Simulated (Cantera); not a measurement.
Charge: 1 mol SiH4, 0.11 mol NH3, equilibrated at 1650 K and 0.0133 bar.

Cantera equilibrium calculation (NASA polynomials, part measured and part estimated; ideal gas, pure solids and liquids). Candidate condensed phases: Si, Si3N4; 18 gas species. Rates play no part.

Base state: H2 0.974, N2 0.0248, H 0.000777, Si 2.01e-5 (mole fractions); condensed: Si(s).

**Question.** What changes in the equilibrium state with this change: temperature from 1650 K to 1298 K?

**Answer.** 
```json
[
 {"species": "H2", "before": "0.974", "after": "1.000"},
 {"species": "N2", "before": "0.0248", "after": "3.54e-5"},
 {"species": "H", "before": "0.000777", "after": "9.28e-6"},
 {"species": "Si", "before": "2.01e-5", "after": "3.05e-9"},
 {"species": "Si(s), mol", "before": "1.000", "after": "0.918"},
 {"species": "Si3N4(s), mol", "before": "0", "after": "0.0275"}
]
```
Mutual solubility and eutectic melting of coexisting phases are not modelled.

**Question.** What changes in the equilibrium state with this change: temperature from 1650 K to 1125 K?

**Answer.** 
```
species          before    after
-------------  --------  -------
H2                0.974    1.000
H              0.000777  3.85e-7
N2               0.0248  1.78e-7
Si              2.01e-5    <1e-9
Si(s), mol        1.000    0.918
Si3N4(s), mol         0   0.0275
```
Mutual solubility and eutectic melting of coexisting phases are not modelled.
